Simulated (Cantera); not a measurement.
Mixture: CH4 : O2 : N2 = 1 : 1.18 : 2.94 (molar parts), equivalence ratio 1.7, at 120000 Pa, adiabatic and at constant pressure. Ignition delay is the time to a rise of 400 K.

Model: GRI-Mech 3.0 (53 species, 325 reactions), integrated in Cantera.

What does this change do: pressure from 120000 Pa to 32000 Pa?


```csv
quantity,before,after
delay at 1175 K,53.5 ms,0.161 s
delay at 1325 K,7.01 ms,19.1 ms
delay at 1475 K,1.22 ms,3.30 ms
delay at 1625 K,0.288 ms,0.854 ms
delay at 1775 K,92.2 µs,0.302 ms
apparent activation energy between 1625 and 1775 K,180 kJ/mol,170 kJ/mol
```
